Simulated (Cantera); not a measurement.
A freely propagating, adiabatic, planar premixed flame of 6.19 % CH₄, 6.81 % CO, 16.5 % O₂, 70.5 % N₂, equivalence ratio 0.96, unburnt at 650 K and 1.20 bar; unity-Lewis-number transport, grid criteria slope 0.08 and curve 0.16, no radiation.

Model: GRI-Mech 3.0 (53 species, 325 reactions), integrated in Cantera. Unity Lewis numbers drop preferential diffusion, which matters most where H2 and H carry the flame. Burning velocities carry a grid error of a few per cent, more on coarse grids.

x: mole fraction of selected species; z is measured from the peak of heat release.

```tsv
z (mm)	T (K)	u (m/s)	x CH₄	x CO	x O₂	x NO	x H₂O	x O
-0.996	650	1.05	0.0619	0.0681	0.165	<1e-8	1.75e-5	<1e-8
-0.664	652	1.06	0.0618	0.0681	0.164	[?]	[?]	<1e-8
-0.498	659	1.07	0.0614	0.0681	0.164	[?]	[?]	<1e-8
-0.332	698	1.13	0.0593	0.0685	0.160	2.82e-7	0.00402	1.32e-8
-0.166	946	1.54	0.0456	0.0706	0.138	2.02e-6	0.0256	2.84e-6
-0.0830	1277	2.09	0.0261	0.0735	0.105	4.73e-6	0.0563	8.58e-5
0	1661	2.73	0.00484	0.0737	0.0619	9.21e-6	0.0927	0.00181
0.0830	1817	2.98	0.000156	0.0611	0.0402	1.46e-5	0.103	0.00599
0.166	1882	3.08	3.00e-6	0.0506	0.0339	1.91e-5	0.104	0.00687
0.332	1968	3.20	<1e-8	0.0415	0.0292	2.64e-5	0.105	0.00603
0.664	2065	3.33	<1e-8	0.0352	0.0255	3.78e-5	0.109	0.00430
1.33	2159	3.46	<1e-8	0.0289	0.0219	5.64e-5	0.114	0.00271
2.66	2235	3.56	<1e-8	0.0228	0.0185	8.89e-5	0.117	0.00164
```

**Question.** What belongs in the gaps?

**Answer.** 
- -0.664, x NO: 1.18e-8
- -0.664, x H₂O: 0.000175
- -0.498, x NO: 4.95e-8
- -0.498, x H₂O: 0.000731
